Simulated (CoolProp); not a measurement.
Properties of ammonia along the isobar 6.91 MPa.

Model: reference Helmholtz-energy equation of state, Gao 2020, in CoolProp.

```
T (K)   phase        Z  cv (kJ/(kg K))  fugacity coefficient
-----  ------  -------  --------------  --------------------
298.5  liquid  0.07800           2.781                0.1405
324.3  liquid  0.07690           2.749                0.2702
350.1  liquid  0.07788           2.742                0.4559
375.9  liquid  0.08356           2.804                0.6915
401.7     gas   0.7137           2.501                0.7744
427.5     gas   0.7883           2.275                0.8206
453.3     gas   0.8363           2.190                0.8550
479.1     gas   0.8703           2.162                0.8816
```
